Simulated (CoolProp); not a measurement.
n-perfluorohexane along the isotherm 450 K: fugacity coefficient from the reference equation and from simpler models built on Tc = 448.0 K, pc = 17.42 bar, ω = 0.497; each cubic takes its own stable root.

Computed with CoolProp (reference Helmholtz-energy equation of state, Gao 2022).

```tsv
p (bar)	phase	reference	van der Waals	Redlich-Kwong	Soave-Redlich-Kwong	Peng-Robinson
0.0826	gas	0.9984	0.9986	0.9984	0.9984	0.9982
0.188	gas	0.9963	0.9968	0.9964	0.9964	0.9960
0.428	gas	0.9915	0.9928	0.9917	0.9918	0.9908
0.974	gas	0.9808	0.9836	0.9812	0.9813	0.9792
2.22	gas	0.9563	0.9627	0.9575	0.9576	0.9530
5.04	gas	0.9015	0.9155	0.9043	0.9047	0.8949
11.5	gas	0.7775	0.8070	0.7848	0.7858	0.7670
26.1	supercritical	0.4813	0.5329	0.5022	0.5051	0.4828
```
